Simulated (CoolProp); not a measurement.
Hydrogen chloride at 293.15 K and 0.956 MPa is compressed adiabatically to 6.38 MPa with isentropic efficiency 0.8. Each further row changes one setting.

Values from CoolProp's reference Helmholtz-energy equation of state, Thol 2018.

| case | work (kJ/kg) | final temperature (K) | final density (kg/m³) |
|---|---|---|---|
| as stated | … | … | … |
| efficiency 1 | 158 | … | … |
| efficiency 0.65 | … | … | 47.8 |

Problem. Fill in the missing entries.

Solution. 
- as stated, work (kJ/kg): 197
- as stated, final temperature (K): 552.8
- as stated, final density (kg/m³): 53.1
- efficiency 1, final temperature (K): 508.8
- efficiency 1, final density (kg/m³): 58.7
- efficiency 0.65, work (kJ/kg): 243
- efficiency 0.65, final temperature (K): 604.5
